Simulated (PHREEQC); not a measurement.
A column of 0.5 m (30 cells, dispersivity 0.018 m, 300 s a shift, diffusion coefficient 3e-10 m²/s) holds 0.0024 eq of the database's cation exchanger X per kg of pore water, first in equilibrium with 0.022 mol SrCl2 and 1e-05 mol HCl per kg of water. It is flushed with 0.0025 mol/kgw BaCl2, 0.0014 mol/kgw NaCl and 1e-05 mol/kgw HCl, at 25 °C. Values are for the last cell. CO2 from the air is kept out. Nothing may precipitate in this run.

The series has 31 steps of pore volumes, from 0 to 3.017.

Computed with PHREEQC (ion-association model, phreeqc.dat).

After how many pore volumes does Ba at the outlet first reach half of its feed value?

By 1.5 pore volumes.

After how many pore volumes does Na at the outlet first reach half of its feed value?

By 1.0 pore volumes.

Complexes and solids missing from the database can't appear.
